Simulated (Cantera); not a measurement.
A closed system holds: 1 mol Al, 0.11 mol CO, a varied amount of N2, at 1300 K and 10.0 mbar.

These are equilibrium values from Cantera (NASA tables, ideal gas, pure condensed phases), not measurements of a reactor. Candidate condensed phases: Al, AlN, Al2O3, C; 32 gas species. Mutual solubility and eutectic melting of coexisting phases are not modelled. Kinetics and transport are ignored.

x: gas mole fraction; n: condensed amount in mol.

```csv
n(N2) (mol),x N2,x CO,x CO2,n AlN(s),n Al2O3(s),n C(graphite)
2.8,0.982,0.0182,1.70e-8,0.955,0.0224,0.0671
4.9,0.982,0.0182,1.70e-8,0.981,0.00949,0.0285
8.7,0.987,0.0132,___,1.00,0,0
16,0.993,0.00705,___,1.00,0,0
28,0.996,0.00398,___,1.00,0,0
49,0.998,0.00226,___,1.00,0,0
88,0.999,0.00126,___,1.00,0,0
160,0.999,0.000689,___,1.00,0,0
280,1.000,0.000393,___,1.00,0,0
```

Q: Some entries are withheld; supply them.

A: 
- 8.7, x CO2: 9.06e-9
- 16, x CO2: 2.57e-9
- 28, x CO2: 8.21e-10
- 49, x CO2: 2.65e-10
- 88, x CO2: 1.00e-10
- 160, x CO2: 4.53e-11
- 280, x CO2: 2.16e-11
